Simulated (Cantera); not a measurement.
# Hydrogen reduction and annealing atmospheres: FeS₂ + H₂ + N₂

Charge: 1 mol FeS₂, 24 mol H₂, 1.4 mol N₂, held at 1300 °C and 0.420 bar.

Equilibrium computed with Cantera from the NASA thermochemical tables; the gas is ideal and each condensed phase is pure. Candidate condensed phases: Fe, FeS, FeS₂, S; 16 gas species. FeS: taken at fixed stoichiometry. Kinetics and transport are ignored.

```yaml
x(H₂): 0.906
x(N₂): 0.0551
x(H₂S): 0.0376
x(S₂): 0.000611
x(SH): 0.000503
x(H): 5.98e-5
x(NH₃): 4.27e-6
x(S): 3.49e-6
n(FeS(l)): 1.000 mol
gas_amount: 25.42 mol
log10 activity of Fe(γ) (absent): -0.39
log10 activity of S(l) (absent): -3.08
```
